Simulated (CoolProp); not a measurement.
Values from CoolProp's reference Helmholtz-energy equation of state, Zhou 2011.

**Question.** For dimethyl carbonate, give the phase and the cp (kJ/(kg K)) at 512.7 K and 0.101 MPa.

**Answer.** 
- 512.7 K and 0.101 MPa: gas; cp 1.71
